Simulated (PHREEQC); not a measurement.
Consider water at 25 °C with 2.8 mol MgCl2 and 0.17 mol H3BO3 per kg of water. Closed to the air; pH follows from the charge balance.

The numbers come from PHREEQC with the Pitzer model, pitzer.dat.

```json
{
  "pH": "2.98",
  "ionic_strength": "8.40 mol/kgw",
  "activity_of_water": "0.743",
  "density": "1.186 g/cm³",
  "osmotic_coefficient": "1.921"
}
```

| species | molality | activity | log γ |
|---|---|---|---|
| Cl- | 5.60 | 3.77 | -0.172 |
| Mg+2 | 2.80 | 50.5 | 1.256 |
| B(OH)3 | 0.170 | 0.471 | 0.443 |
| H+ | 7.97e-5 | 0.00104 | 1.116 |
| MgB(OH)4+ | 4.14e-5 | 0.000245 | 0.773 |
| B3O3(OH)4- | 3.02e-5 | 5.37e-6 | -0.750 |
| B(OH)4- | 8.07e-6 | 1.94e-7 | -1.620 |
| B4O5(OH)4-2 | 4.16e-8 | 8.07e-12 | -3.712 |

No solid was allowed to form. Species that the database lacks are ignored. In brines, pH and single-ion activities rest on the MacInnes convention.
